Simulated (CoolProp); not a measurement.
Properties of methane along the isobar 256 kPa.

The numbers come from the reference Helmholtz-energy equation of state, Setzmann 1991 in CoolProp.

```json
[
 {"T (°C)": "-97.25", "phase": "gas", "Z": "0.9761", "cv (kJ/(kg K))": "1.578", "speed of sound (m/s)": "343.6", "expansivity (1/kK)": "6.099", "Prandtl number": "0.780"},
 {"T (°C)": "-84.55", "phase": "gas", "Z": "0.9806", "cv (kJ/(kg K))": "1.578", "speed of sound (m/s)": "356.7", "expansivity (1/kK)": "5.616", "Prandtl number": "[?]"},
 {"T (°C)": "-71.85", "phase": "gas", "Z": "0.9840", "cv (kJ/(kg K))": "1.581", "speed of sound (m/s)": "369.2", "expansivity (1/kK)": "5.211", "Prandtl number": "0.764"},
 {"T (°C)": "-59.15", "phase": "gas", "Z": "0.9868", "cv (kJ/(kg K))": "1.587", "speed of sound (m/s)": "381.0", "expansivity (1/kK)": "4.865", "Prandtl number": "0.758"},
 {"T (°C)": "-46.45", "phase": "gas", "Z": "0.9889", "cv (kJ/(kg K))": "1.597", "speed of sound (m/s)": "392.4", "expansivity (1/kK)": "4.566", "Prandtl number": "0.753"},
 {"T (°C)": "-33.75", "phase": "gas", "Z": "0.9907", "cv (kJ/(kg K))": "[?]", "speed of sound (m/s)": "403.2", "expansivity (1/kK)": "4.303", "Prandtl number": "0.749"},
 {"T (°C)": "-21.05", "phase": "gas", "Z": "0.9921", "cv (kJ/(kg K))": "1.625", "speed of sound (m/s)": "413.6", "expansivity (1/kK)": "4.070", "Prandtl number": "[?]"},
 {"T (°C)": "-8.35", "phase": "gas", "Z": "0.9933", "cv (kJ/(kg K))": "1.644", "speed of sound (m/s)": "423.6", "expansivity (1/kK)": "3.862", "Prandtl number": "0.741"},
 {"T (°C)": "4.35", "phase": "gas", "Z": "0.9943", "cv (kJ/(kg K))": "1.667", "speed of sound (m/s)": "433.2", "expansivity (1/kK)": "3.675", "Prandtl number": "0.738"}
]
```

Task: What belongs in the gaps?

Result: 
- -84.55, Prandtl number: 0.770
- -33.75, cv (kJ/(kg K)): 1.609
- -21.05, Prandtl number: 0.745

Viscosity comes from a separate model (Quiñones-Cisneros 2006). Thermal conductivity comes from a separate model (Friend 1989).
